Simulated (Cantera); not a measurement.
Silicon nitride deposition: SiHCl3 + N2 + H2

Input: 1 mol SiHCl3, 37 mol N2, 4.2 mol H2, equilibrated at 1698.15 K.

Equilibrium computed with Cantera from the NASA thermochemical tables; the gas is ideal and each condensed phase is pure. Candidate condensed phases: NH4Cl, Si, Si3N4; 28 gas species. The tables' values for SiCl, SiCl3, SiN are old estimates; treat these amounts as uncertain. The numbers say what is thermodynamically allowed, not how fast it happens.

| P (Pa) | x N2 | x H2 | x HCl | x SiCl2 | x H | x Si | x Cl | x SiCl | n Si3N4(s) |
|---|---|---|---|---|---|---|---|---|---|
| 5 | 0.848 | 0.0885 | 0.0325 | 0.0169 | 0.00609 | 0.00522 | 0.00174 | 0.000661 | 0 |
| 21 | 0.853 | 0.0931 | 0.0274 | 0.0203 | 0.00305 | 0.00220 | 0.000697 | 0.000469 | 0 |
| 85 | 0.855 | 0.0955 | 0.0247 | 0.0220 | 0.00153 | 0.000743 | 0.000308 | 0.000284 | 0 |
| 350 | 0.856 | 0.0941 | 0.0288 | 0.0201 | 0.000751 | 0.000119 | 0.000179 | 0.000109 | 0.0398 |
| 1400 | 0.856 | 0.0898 | 0.0388 | 0.0151 | 0.000367 | 1.18e-5 | 0.000123 | 2.97e-5 | 0.113 |
| 5900 | 0.855 | 0.0851 | 0.0492 | 0.00984 | 0.000174 | 1.07e-6 | 7.82e-5 | 7.23e-6 | 0.188 |
| 24000 | 0.855 | 0.0813 | 0.0575 | 0.00552 | 8.43e-5 | 1.04e-7 | 4.64e-5 | 1.68e-6 | 0.247 |
| 100000 | 0.855 | 0.0788 | 0.0629 | 0.00263 | 4.07e-5 | 9.61e-9 | 2.52e-5 | 3.53e-7 | 0.286 |
x: gas mole fraction; n: condensed amount in mol.

From 5.00e-5 bar to 0.000850 bar nothing is condensed. From 0.00350 bar to 1.00 bar the condensed part is Si3N4(s). The main Si-bearing gas is SiCl2 throughout.
